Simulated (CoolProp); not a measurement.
Hexamethyldisiloxane (MM) along the isotherm 466.3 K: Z from the reference equation and from simpler models built on Tc = 518.7 K, pc = 1931 kPa, ω = 0.418; each cubic takes its own stable root.

Values from CoolProp's reference Helmholtz-energy equation of state, Thol 2016.

| p (kPa) | phase | reference |
|---|---|---|
| 64.4 | gas | 0.9825 |
| 129 | gas | 0.9644 |
| 193 | gas | 0.9460 |
| 257 | gas | 0.9269 |
| 322 | gas | 0.9068 |
| 386 | gas | 0.8863 |
| 451 | gas | 0.8645 |
| 515 | gas | 0.8421 |
| 579 | gas | 0.8186 |
| 644 | gas | 0.7933 |
| 708 | gas | 0.7667 |
| 772 | gas | 0.7380 |
| 837 | liquid | 0.06520 |
| 901 | liquid | 0.07007 |
| 966 | liquid | 0.07500 |

Question: How far does each simpler model (van der Waals, Redlich-Kwong, Soave-Redlich-Kwong, Peng-Robinson) lie from the reference over these 15 states: mean and median of the absolute difference, and the worst?

Answer: 
- van der Waals: mean 206.5 %, median 5.3 %, worst +1124.2 % at 466.3 K and 837 kPa
- Redlich-Kwong: mean 190.8 %, median 2.5 %, worst +1058.1 % at 466.3 K and 837 kPa
- Soave-Redlich-Kwong: mean 70.4 %, median 1.1 %, worst +1016.3 % at 466.3 K and 837 kPa
- Peng-Robinson: mean 0.2 %, median 0.2 %, worst +0.6 % at 466.3 K and 837 kPa

At some of these states van der Waals, Redlich-Kwong, Soave-Redlich-Kwong gives the other phase, because its saturation line lies elsewhere.
